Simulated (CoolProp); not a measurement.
Vapour-liquid equilibrium of methanol (1) + isohexane (2) at 155.75 °C; x and y are mole fractions of (1).

Values from CoolProp's multi-fluid Helmholtz-energy mixture model, de Reuck 1993 and Lemmon 2006; pair parameters Bell 2016.

```csv
x,"bubble pressure, mixture model (bar)","bubble pressure, Raoult's law (bar)","y, mixture model","y, Raoult's law"
0.05,11.97,10.34,0.155,0.077
0.125,?,10.79,0.296,0.185
0.2,15.80,11.23,0.385,0.284
0.275,?,11.67,0.449,0.376
0.35,17.86,12.12,?,0.461
0.425,?,12.56,0.540,0.540
0.5,18.88,13.00,0.577,0.614
0.575,19.12,13.45,0.613,0.682
0.65,19.20,13.89,0.650,0.747
0.725,?,14.33,?,0.807
0.8,18.78,14.78,?,0.864
0.875,18.13,15.22,0.810,0.917
0.95,?,15.66,0.908,0.968
```

Q: Fill in the missing entries.

A: 
- 0.125, bubble pressure, mixture model (bar): 14.18
- 0.275, bubble pressure, mixture model (bar): 17.00
- 0.35, y, mixture model: 0.498
- 0.425, bubble pressure, mixture model (bar): 18.47
- 0.725, bubble pressure, mixture model (bar): 19.11
- 0.725, y, mixture model: 0.691
- 0.8, y, mixture model: 0.742
- 0.95, bubble pressure, mixture model (bar): 17.02

The largest gap from Raoult's law is +47.4 % in bubble pressure, at x = 0.35. y crosses x between x = 0.575 and 0.65: the model has an azeotrope there.

The pair parameters rest on a limited set of measurements; away from them the model extrapolates.
